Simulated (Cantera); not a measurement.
**Equilibrium for calcination and drying: MgSO4 + C + H2O**

Input: 1 mol MgSO4, 0.082 mol C, 0.21 mol H2O, at 100 Torr.

These are equilibrium values from Cantera (NASA tables, ideal gas, pure condensed phases), not measurements of a reactor. Candidate condensed phases: C, C6H6, C7H8, C8H18, H2O, H2SO4, Mg, MgCO3, MgO, Mg(OH)2, MgS, MgSO4, S; 130 gas species. Mutual solubility and eutectic melting of coexisting phases are not modelled. Rates play no part.

From 527 °C to 927 °C the condensed part is MgO(s) + MgSO4(s). From 1027 °C to 1827 °C the condensed part is MgO(s).

| T (°C) | x SO2 | x H2O | x O2 | x CO2 | x SO3 | x OH | n MgO(s) | n MgSO4(s) |
|---|---|---|---|---|---|---|---|---|
| 527 | 0.359 | 0.461 | <1e-12 | 0.180 | 8.46e-9 | <1e-12 | 0.164 | 0.836 |
| 627 | 0.360 | 0.461 | 1.11e-12 | 0.180 | 9.22e-7 | 7.06e-11 | 0.164 | 0.836 |
| 727 | 0.360 | 0.461 | 2.60e-8 | 0.180 | 3.82e-5 | 7.66e-9 | 0.164 | 0.836 |
| 827 | 0.359 | 0.460 | 9.22e-5 | 0.180 | 0.000784 | 3.49e-7 | 0.164 | 0.836 |
| 927 | 0.412 | 0.373 | 0.0601 | 0.146 | 0.00948 | 7.00e-6 | 0.237 | 0.763 |
| 1027 | 0.576 | 0.124 | 0.240 | 0.0483 | 0.0126 | 2.00e-5 | 1.00 | 0 |
| 1127 | 0.580 | 0.123 | 0.242 | 0.0481 | 0.00674 | 5.86e-5 | 1.00 | 0 |
| 1227 | 0.582 | 0.123 | 0.243 | 0.0480 | 0.00391 | 0.000149 | 1.00 | 0 |
| 1327 | 0.583 | 0.123 | 0.243 | 0.0480 | 0.00243 | 0.000337 | 1.00 | 0 |
| 1427 | 0.584 | 0.123 | 0.244 | 0.0480 | 0.00160 | 0.000691 | 1.00 | 0 |
| 1527 | 0.584 | 0.122 | 0.244 | 0.0479 | 0.00111 | 0.00131 | 1.000 | 0 |
| 1627 | 0.583 | 0.121 | 0.243 | 0.0478 | 0.000794 | 0.00231 | 1.000 | 0 |
| 1727 | 0.583 | 0.120 | 0.243 | 0.0475 | 0.000589 | 0.00385 | 1.000 | 0 |
| 1827 | 0.581 | 0.119 | 0.242 | 0.0470 | 0.000449 | 0.00610 | 1.000 | 0 |
x: gas mole fraction; n: condensed amount in mol.
